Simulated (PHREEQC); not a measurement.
Dissolve 1.7 mol/kgw H2SO4 and 0.0045 mol/kgw Na2B4O7 at 25 °C. Closed to the air; pH follows from the charge balance.

All values are PHREEQC results (Pitzer model, pitzer.dat), not measurements.

Each row changes one thing in this solution. No solid was allowed to form.

```json
[
 {"case": "as made", "pH": "-0.49", "ionic strength (mol/kgw)": "2.55"},
 {"case": "H2SO4 left out", "pH": "[?]", "ionic strength (mol/kgw)": "[?]"},
 {"case": "0.03 mol/kgw CO2 added", "pH": "-0.49", "ionic strength (mol/kgw)": "2.54"},
 {"case": "Na2B4O7 from 0.0045 to 0.00675 mol/kgw", "pH": "-0.49", "ionic strength (mol/kgw)": "2.55"},
 {"case": "Na2B4O7 from 0.0045 to 0.00495 mol/kgw", "pH": "-0.49", "ionic strength (mol/kgw)": "2.55"},
 {"case": "Na2B4O7 from 0.0045 to 0.00225 mol/kgw", "pH": "-0.49", "ionic strength (mol/kgw)": "2.55"},
 {"case": "Na2B4O7 replaced by H3BO3 at the same molality", "pH": "-0.49", "ionic strength (mol/kgw)": "2.55"},
 {"case": "Na2B4O7 left out", "pH": "-0.49", "ionic strength (mol/kgw)": "2.55"},
 {"case": "Na2B4O7 from 0.0045 to 0.045 mol/kgw", "pH": "[?]", "ionic strength (mol/kgw)": "2.54"}
]
```

Task: What belongs in the gaps?

Result: 
- H2SO4 left out, pH: 9.19
- H2SO4 left out, ionic strength (mol/kgw): 0.00900
- Na2B4O7 from 0.0045 to 0.045 mol/kgw, pH: -0.48

Complexes and solids missing from the database can't appear. In brines, pH and single-ion activities rest on the MacInnes convention.
